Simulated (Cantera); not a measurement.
An isothermal, constant-pressure homogeneous reactor starts with H2 : O2 : N2 : H2O = 1.7 : 1 : 5.1 : 0.73 (molar parts), at 1200 K and 100.0 Torr.

Cantera simulation using the H2/O2 subset of GRI-Mech 3.0, which has no nitrogen chemistry; the numbers are that mechanism's predictions, not measurements. The temperature is held fixed by assumption; the heat of reaction is taken as removed at once.

One state of this run: x H2 = 0.0330; x O2 = 0.0457; x H2O = 0.221; x OH = 0.00472; x O = 0.0111; x H2O2 = 1.01e-6; x H = 0.0718. x: mole fraction; the columns are a selection and need not sum to one.

Task: Which value of t (s) does it belong to?
A. 0.528
B. 0.000590
C. 0.00894
D. 1.00e-5

Result: B, 0.000590
